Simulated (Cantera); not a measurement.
Charge: 1 mol SiHCl3, 0.0065 mol C2H4, 210 mol H2, equilibrated at 1.00 bar.

These are equilibrium values from Cantera (NASA tables, ideal gas, pure condensed phases), not measurements of a reactor. Candidate condensed phases: C, C6H6, C7H8, C8H18, Si, SiC; 109 gas species. Mutual solubility and eutectic melting of coexisting phases are not modelled. The tables' values for SiCl3 are old estimates; treat these amounts as uncertain. Kinetics and transport are ignored. All values below are at 1575 K.

Base state: H2 0.986, HCl 0.0129, SiCl2 0.000574, H 4.13e-5, CH4 1.70e-5, SiCl3 1.17e-5, SiH2Cl2 1.08e-5 (mole fractions); condensed: Si(s) + SiC(s).

Task: What changes in the equilibrium state with this change: SiHCl3 replaced by (CH3)2SiCl2?

Result: 
```tsv
species	before	after
H2	0.986	0.989
HCl	0.0129	0.00936
CH4	1.70e-5	0.00178
SiCl2	0.000574	2.89e-6
C2H2 (acetylene)	1.93e-9	2.09e-5
SiCl3	1.17e-5	4.28e-8
SiH2Cl2	1.08e-5	5.45e-8
Si(s), mol	0.860	0
SiC(s), mol	0.00938	0.999
C(graphite), mol	0	0.623
```
The feed counts by its element totals alone.

Task: What changes in the equilibrium state with this change: pressure from 1.00 bar to 90.0 mbar?

Result: 
```csv
species,before,after
H2,0.986,0.986
HCl,0.0129,0.0130
SiCl2,0.000574,0.000579
H,4.13e-5,0.000138
CH4,1.70e-5,1.53e-6
SiH2Cl2,1.08e-5,9.79e-7
SiCl3,1.17e-5,3.57e-6
"Si(s), mol",0.860,0.862
"SiC(s), mol",0.00938,0.0127
```
